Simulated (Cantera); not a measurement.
What does this Cantera script print?

```python
import numpy as np
import cantera as ct

gas_names = """
    AL ALCL ALCL2 ALCL3 ALH ALN AL2 AL2CL6 CL CL2 H HCL H2 N NH NH2 NH3 N2 N2H2 N2H4
""".split()
cond_names = """
    AL(cr) AL(L) ALCL3(s) ALCL3(L) ALN(s) NH4CL(a) NH4CL(b)
""".split()


# ... load() reads the species with a 1 bar reference pressure and builds the phases ...
atoms = {
    'AlCl3': {'AL': 1, 'CL': 3},
    'NH3': {'N': 1, 'H': 3},
    'N2': {'N': 2},
}
top_T = {'ALN(s)': 2750}  # K; cautious upper limits of use, not melting points


# ... equilibrate(T, P, feed) seeds the gas with the atoms and calls Mixture.equilibrate('TP', solver="vcs", rtol=1e-11, max_steps=5000) ...
results = []
feed = {'AlCl3': 1, 'NH3': 0.3, 'N2': 11}  # mol
P = 13332.2  # Pa
for T in [1348, 1398, 1448, 1498, 1548, 1598, 1648]:
    mix = equilibrate(T, P, feed)
    results.append((T, P, feed, dict(zip(mix.species_names, mix.species_moles))))

top = {s: max(r[3][s] / sum(r[3][g] for g in gas_names) for r in results) for s in gas_names}
cols = sorted((s for s in top if top[s] > 1e-05), key=lambda s: -top[s])[:8]
seen = [c for c in cond_names if any(r[3].get(c, 0) > 1e-12 for r in results)]
print("log10 of partial pressures in bar; condensed amounts in mol")
print(f"{'T/K':>10s}" + "".join(f"{s[:9]:>10s}" for s in cols + seen))
for T, P, feed, n in results:
    ng = sum(n[g] for g in gas_names)
    print(f"{T:10.4g}" + "".join(f"{np.log10(max(n[s] / ng * P / 1e5, 1e-99)):10.3f}" for s in cols)
          + "".join(f"{n.get(c, 0):10.4g}" for c in seen))
```

Result:

```
log10 of partial pressures in bar; condensed amounts in mol
       T/K        N2     ALCL3       HCL        H2     ALCL2      ALCL         H        CL    ALN(s)
      1348    -0.930    -2.024    -2.487    -2.504    -4.255    -5.317    -6.888    -6.949    0.1007
      1398    -0.930    -2.026    -2.492    -2.502    -3.967    -4.839    -6.576    -6.650   0.09718
      1448    -0.930    -2.029    -2.498    -2.499    -3.701    -4.395    -6.285    -6.372   0.09145
      1498    -0.931    -2.034    -2.504    -2.497    -3.455    -3.982    -6.013    -6.114   0.08134
      1548    -0.931    -2.044    -2.511    -2.495    -3.229    -3.598    -5.759    -5.873   0.06291
      1598    -0.932    -2.062    -2.521    -2.493    -3.022    -3.241    -5.520    -5.650   0.02922
      1648    -0.934    -2.087    -2.490    -2.511    -2.886    -3.014    -5.306    -5.391         0
```

These are equilibrium values from Cantera (NASA tables, ideal gas, pure condensed phases), not measurements of a reactor. The tables' values for AlCl2 are old estimates; treat these amounts as uncertain.
